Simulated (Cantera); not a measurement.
Diamond growth

A diamond (100) surface in a fixed gas of H2 with x(CH4) = 0.02, x(H) = 0.0028, x(CH3) = 0.00056, at 975 K; coverages are run to steady state.

Model: the Harris–Goodwin 1993 mechanism for the reconstructed diamond (100) surface, integrated in Cantera.

| P (Pa) | growth (µm/h) | θ c6HH | θ c6H* | θ c6*H | θ c6** | θ c6HM |
|---|---|---|---|---|---|---|
| 1500 | 3.03 | 0.545 | 0.0141 | 0.310 | 0.00667 | 0.0927 |
| 2400 | 5.02 | 0.542 | 0.0140 | 0.309 | 0.00663 | 0.0961 |
| 3900 | 8.35 | 0.540 | 0.0140 | 0.308 | 0.00661 | 0.0984 |
| 6200 | 13.5 | 0.539 | 0.0140 | 0.307 | 0.00660 | 0.0998 |
| 10000 | 21.9 | 0.538 | 0.0140 | 0.306 | 0.00659 | 0.101 |
| 16000 | 35.3 | 0.538 | 0.0140 | 0.306 | 0.00659 | 0.101 |
| 26000 | 57.6 | 0.538 | 0.0140 | 0.306 | 0.00659 | 0.102 |
| 42000 | 93.2 | 0.537 | 0.0141 | 0.306 | 0.00659 | 0.102 |
θ: site fractions in the mechanism's names (c6HH fully hydrogenated, c6H* and c6*H radical sites, c6** diradical, c6HM methylated).
